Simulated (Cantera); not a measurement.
A freely propagating, adiabatic, planar premixed flame of CH₄ : H₂ : O₂ : N₂ = 1 : 0.3 : 1.95 : 7.35 (molar parts), equivalence ratio 1.1, unburnt at 350 K and 4.84 atm; mixture-averaged transport, grid criteria slope 0.08 and curve 0.16, no radiation.

Model: GRI-Mech 3.0 (53 species, 325 reactions), integrated in Cantera. Burning velocities carry a grid error of a few per cent, more on coarse grids.

Problem. Predict: laminar burning velocity; thermal thickness; peak x(CH₃); peak x(H₂O₂); peak x(HCN).

Solution. 
```
Property                      Value
------------------------  ---------
laminar burning velocity  30.5 cm/s
thermal thickness          0.128 mm
peak x(CH₃)                 0.00178
peak x(H₂O₂)                6.62e-5
peak x(HCN)                 8.73e-6
```
